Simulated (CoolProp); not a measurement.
Octamethyltrisiloxane (MDM) along the isotherm 301.85 °C: fugacity coefficient from the reference equation and from simpler models built on Tc = 292.2 °C, pc = 1.438 MPa, ω = 0.528; each cubic takes its own stable root.

Values from CoolProp's reference Helmholtz-energy equation of state, Thol 2017.

```
p (MPa)  phase  reference
-------  -----  ---------
0.0898     gas     0.9806
0.18       gas     0.9611
0.27       gas     0.9418
0.359      gas     0.9227
0.449      gas     0.9034
0.539      gas     0.8842
0.629      gas     0.8650
0.719      gas     0.8458
```

Task: How far does each simpler model (van der Waals, Redlich-Kwong, Soave-Redlich-Kwong, Peng-Robinson) lie from the reference over these 8 states: mean and median of the absolute difference, and the worst?

Result: 
- van der Waals: mean 0.8 %, median 0.8 %, worst +1.5 % at 301.85 °C and 0.719 MPa
- Redlich-Kwong: mean 0.3 %, median 0.3 %, worst -0.4 % at 301.85 °C and 0.719 MPa
- Soave-Redlich-Kwong: mean 0.1 %, median 0.1 %, worst -0.1 % at 301.85 °C and 0.539 MPa
- Peng-Robinson: mean 1.2 %, median 1.2 %, worst -1.9 % at 301.85 °C and 0.719 MPa
